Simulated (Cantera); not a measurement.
An isothermal, constant-pressure homogeneous reactor starts with H2 : O2 : N2 = 0.0054 : 1 : 1.4 (molar parts), equivalence ratio 0.0027, at 1450 K and 0.00148 atm. Integrator tolerance rtol = 1e-08.

Cantera simulation using GRI-Mech 3.0 (53 species, 325 reactions); the numbers are that mechanism's predictions, not measurements. Radical loss at walls, strong at low pressure, is not modelled.

**Question.** What does this change do: H2 0.0054 to 0.0098 parts?

**Answer.** 
```
quantity                                           before                                     after
---------------  ----------------------------------------  ----------------------------------------
x(H2) at 200 s    1.99e-6 (gas-phase equilibrium 8.51e-8)   3.88e-6 (gas-phase equilibrium 1.55e-7)
x(O2) at 200 s        0.414 (gas-phase equilibrium 0.414)       0.413 (gas-phase equilibrium 0.413)
x(HO2) at 200 s   6.77e-9 (gas-phase equilibrium 6.56e-9)   8.86e-9 (gas-phase equilibrium 8.82e-9)
x(H2O) at 200 s   0.00213 (gas-phase equilibrium 0.00222)   0.00391 (gas-phase equilibrium 0.00404)
x(OH) at 200 s   0.000217 (gas-phase equilibrium 4.49e-5)  0.000303 (gas-phase equilibrium 6.05e-5)
x(H) at 200 s     8.44e-6 (gas-phase equilibrium 7.17e-8)   1.25e-5 (gas-phase equilibrium 9.68e-8)
```

**Question.** What does this change do: pressure from 0.00148 atm to 0.00247 atm?

**Answer.** 
```csv
quantity,before,after
x(H2) at 200 s,1.99e-6 (gas-phase equilibrium 8.51e-8),7.57e-7 (gas-phase equilibrium 6.60e-8)
x(O2) at 200 s,0.414 (gas-phase equilibrium 0.414),0.415 (gas-phase equilibrium 0.414)
x(HO2) at 200 s,6.77e-9 (gas-phase equilibrium 6.56e-9),6.93e-9 (gas-phase equilibrium 7.46e-9)
x(H2O) at 200 s,0.00213 (gas-phase equilibrium 0.00222),0.00218 (gas-phase equilibrium 0.00223)
x(OH) at 200 s,0.000217 (gas-phase equilibrium 4.49e-5),0.000134 (gas-phase equilibrium 3.96e-5)
x(H) at 200 s,8.44e-6 (gas-phase equilibrium 7.17e-8),1.94e-6 (gas-phase equilibrium 4.89e-8)
```
